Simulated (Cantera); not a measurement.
Input: 1 mol Ti(OiPr)₄, 2.8 mol H₂, 0.72 mol CH₄, held at 0.0100 bar.

These are equilibrium values from Cantera (NASA tables, ideal gas, pure condensed phases), not measurements of a reactor. Candidate condensed phases: C, C₆H₆, C₇H₈, C₈H₁₈, H₂O, Ti, TiC, TiO, TiO₂, Ti₂O₃, Ti₃O₅, Ti₄O₇; 113 gas species. The feed counts by its element totals alone. TiC: taken at fixed stoichiometry. Kinetics and transport are ignored. All values below are at 1875 K.

Base state: H₂ 0.814, CO 0.179, H 0.00592, C₂H₂ (acetylene) 0.000258 (mole fractions); condensed: C(graphite) + TiC(s).

Task: What changes in the equilibrium state with this change: Ti(OiPr)₄ replaced by Ti?

Result: 
| species | before | after |
|---|---|---|
| H₂ | 0.814 | 0.993 |
| H | 0.00592 | 0.00653 |
| Ti | 5.76e-9 | 0.000165 |
| CO | 0.179 | 0 |
| C₂H₂ (acetylene) | 0.000258 | <1e-9 |
| C(graphite), mol | 7.71 | 0 |
| TiC(s), mol | 1.00 | 0.720 |
| Ti(β), mol | 0 | 0.279 |
Mutual solubility and eutectic melting of coexisting phases are not modelled. Condensed phases not in the tables: N, O or C dissolved in the metal.
